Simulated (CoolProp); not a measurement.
Computed with CoolProp (reference Helmholtz-energy equation of state, Platzer 1990). This equation is an older, rougher fit.

**Question.** For R21, give the phase and the speed of sound (m/s), Joule-Thomson coefficient (K/MPa) at 199.85 °C and 0.00836 MPa; 199.85 °C and 0.0218 MPa; 199.85 °C and 0.0353 MPa.

**Answer.** 
- 199.85 °C and 0.00836 MPa: gas; speed of sound 207, Joule-Thomson coefficient 10.2
- 199.85 °C and 0.0218 MPa: gas; speed of sound 207, Joule-Thomson coefficient 10.2
- 199.85 °C and 0.0353 MPa: gas; speed of sound 207, Joule-Thomson coefficient 10.2
